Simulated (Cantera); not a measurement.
What does this Cantera script print?

```python
import numpy as np
import cantera as ct

gas_names = """
    C CO COS CO2 CS CS2 C2 C2O C3 C3O2 C4 C5 Mg MgO MgS Mg2 O O2 O3 S SO SO2 SO3 S2 S2O S8
""".split()
cond_names = """
    C(gr) Mg(cr) Mg(L) MgCO3(s) MgO(s) MgO(L) MgS(s) MgSO4(s) MgSO4(L) S(cr1) S(cr2) S(L)
""".split()


# ... load() reads the species with a 1 bar reference pressure and builds the phases ...
atoms = {
    'MgSO4': {'Mg': 1, 'S': 1, 'O': 4},
    'C': {'C': 1},
    'CO2': {'C': 1, 'O': 2},
}
top_T = {'C(gr)': 4500, 'MgS(s)': 2250}  # K; cautious upper limits of use, not melting points


# ... equilibrate(T, P, feed) seeds the gas with the atoms and calls Mixture.equilibrate('TP', solver="vcs", rtol=1e-11, max_steps=5000) ...
results = []
feed = {'MgSO4': 1, 'C': 0.0097, 'CO2': 0.017}  # mol
P = 4100  # Pa
for T in [523, 623, 723, 823, 923, 1023, 1123, 1223, 1323, 1423, 1523, 1623, 1723]:
    mix = equilibrate(T, P, feed)
    results.append((T, P, feed, dict(zip(mix.species_names, mix.species_moles))))
    x = sorted(zip(gas.X, gas.species_names), reverse=True)
    print(f"T = {T:g} K  P = {P:g} Pa  gas = {mix.phase_moles(0):.4g} mol")
    print("   x: " + "  ".join(f"{s} {v:.3e}" for v, s in x if v > 1e-06))
    print("   condensed (mol): " + ("  ".join(f"{mix.phase(i).name} {mix.phase_moles(i):.4g}"
          for i in range(1, mix.n_phases) if mix.phase_moles(i) > 1e-12) or "none"))
```

Result:

```
T = 523 K  P = 4100 Pa  gas = 0.02105 mol
   x: CO2 9.609e-01  S8 3.825e-02  S2 4.211e-04  COS 2.368e-04  SO2 2.121e-04  S2O 1.757e-06
   condensed (mol): MgCO3(s) 0.006468  MgSO4(s) 0.9935
T = 623 K  P = 4100 Pa  gas = 0.0281 mol
   x: CO2 9.495e-01  S8 2.428e-02  S2 1.574e-02  SO2 9.519e-03  COS 7.823e-04  S2O 1.523e-04  CO 9.359e-06
   condensed (mol): MgO(s) 0.006639  MgSO4(s) 0.9934
T = 723 K  P = 4100 Pa  gas = 0.04227 mol
   x: CO2 6.314e-01  SO2 3.502e-01  S2 1.728e-02  S2O 8.879e-04  COS 1.228e-04  CO 1.624e-05
   condensed (mol): MgO(s) 0.01635  MgSO4(s) 0.9837
T = 823 K  P = 4100 Pa  gas = 0.0461 mol
   x: CO2 5.792e-01  SO2 4.208e-01  CO 2.498e-06
   condensed (mol): MgO(s) 0.0194  MgSO4(s) 0.9806
T = 923 K  P = 4100 Pa  gas = 0.0461 mol
   x: CO2 5.792e-01  SO2 4.208e-01  SO3 7.606e-06
   condensed (mol): MgO(s) 0.0194  MgSO4(s) 0.9806
T = 1023 K  P = 4100 Pa  gas = 0.04611 mol
   x: CO2 5.790e-01  SO2 4.207e-01  SO3 2.631e-04  O2 4.957e-06
   condensed (mol): MgO(s) 0.01941  MgSO4(s) 0.9806
T = 1123 K  P = 4100 Pa  gas = 0.04803 mol
   x: CO2 5.559e-01  SO2 4.276e-01  O2 1.184e-02  SO3 4.716e-03
   condensed (mol): MgO(s) 0.02076  MgSO4(s) 0.9792
T = 1223 K  P = 4100 Pa  gas = 1.505 mol
   x: SO2 6.486e-01  O2 3.178e-01  CO2 1.774e-02  SO3 1.586e-02
   condensed (mol): MgO(s) 1
T = 1323 K  P = 4100 Pa  gas = 1.511 mol
   x: SO2 6.539e-01  O2 3.206e-01  CO2 1.767e-02  SO3 7.839e-03
   condensed (mol): MgO(s) 1
T = 1423 K  P = 4100 Pa  gas = 1.514 mol
   x: SO2 6.563e-01  O2 3.218e-01  CO2 1.764e-02  SO3 4.267e-03  O 3.772e-06
   condensed (mol): MgO(s) 1
T = 1523 K  P = 4100 Pa  gas = 1.515 mol
   x: SO2 6.575e-01  O2 3.223e-01  CO2 1.762e-02  SO3 2.517e-03  O 1.547e-05  SO 2.895e-06  CO 1.054e-06
   condensed (mol): MgO(s) 1
T = 1623 K  P = 4100 Pa  gas = 1.516 mol
   x: SO2 6.581e-01  O2 3.226e-01  CO2 1.761e-02  SO3 1.586e-03  O 5.335e-05  SO 1.258e-05  CO 4.113e-06
   condensed (mol): MgO(s) 1
T = 1723 K  P = 4100 Pa  gas = 1.516 mol
   x: SO2 6.584e-01  O2 3.228e-01  CO2 1.759e-02  SO3 1.056e-03  O 1.595e-04  SO 4.606e-05  CO 1.367e-05
   condensed (mol): MgO(s) 1
```

These are equilibrium values from Cantera (NASA tables, ideal gas, pure condensed phases), not measurements of a reactor. Mutual solubility and eutectic melting of coexisting phases are not modelled. Gases not in the tables: S3 to S7.
